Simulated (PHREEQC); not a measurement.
# Alkaline etch or developer: speciation

Consider water at 20 °C with 1 mmol/kgw LiOH and 0.16 mmol/kgw CO2. Closed to the air; pH follows from the charge balance.

Equilibrium calculation in PHREEQC: Pitzer model, pitzer.dat.

Each row changes one thing in this solution. Precipitation was switched off in this run.

```json
[
 {"case": "as made", "pH": "11.00", "ionic strength (mol/kgw)": "0.00113"},
 {"case": "LiOH replaced by LiBr at the same molality", "pH": "5.09", "ionic strength (mol/kgw)": "0.00101"},
 {"case": "CO2 left out", "pH": "11.15", "ionic strength (mol/kgw)": "0.00100"},
 {"case": "CO2 from 0.00016 to 0.000144 mol/kgw", "pH": "11.02", "ionic strength (mol/kgw)": "0.00112"},
 {"case": "LiOH from 0.001 to 0.0015 mol/kgw", "pH": "11.22", "ionic strength (mol/kgw)": "0.00164"},
 {"case": "temperature from 20 to 75 °C", "pH": "9.57", "ionic strength (mol/kgw)": "0.00104"},
 {"case": "0.0004 mol/kgw NaHCO3 added", "pH": "10.77", "ionic strength (mol/kgw)": "0.00181"}
]
```

Away from 25 °C the constants follow the database's enthalpies or fits; those with neither stay at their 25 °C values.
